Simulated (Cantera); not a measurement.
A closed system holds: 1 mol Si, 0.69 mol Cl₂, 12 mol H₂, at 1125 °C and 1 atm.

These are equilibrium values from Cantera (NASA tables, ideal gas, pure condensed phases), not measurements of a reactor. Candidate condensed phases: Si; 19 gas species. The tables' values for SiCl₃ are old estimates; treat these amounts as uncertain. Rates play no part.

Base state: H₂ 0.925, HCl 0.0549, SiCl₂ 0.00959, SiHCl₃ 0.00407, SiCl₄ 0.00343, SiCl₃ 0.00278, SiH₂Cl₂ 0.000723, SiH₃Cl 3.70e-5 (mole fractions); condensed: Si(s).

Problem. What changes in the equilibrium state with this change: Si replaced by SiCl₄?

Solution. 
| species | before | after |
|---|---|---|
| H₂ | 0.925 | 0.781 |
| HCl | 0.0549 | 0.147 |
| SiCl₄ | 0.00343 | 0.0360 |
| SiHCl₃ | 0.00407 | 0.0134 |
| SiCl₂ | 0.00959 | 0.0117 |
| SiCl₃ | 0.00278 | 0.00995 |
| SiH₃Cl | 3.70e-5 | 1.20e-5 |
| SiH₂Cl₂ | 0.000723 | 0.000748 |
| Si(s), mol | 0.741 | 0 |
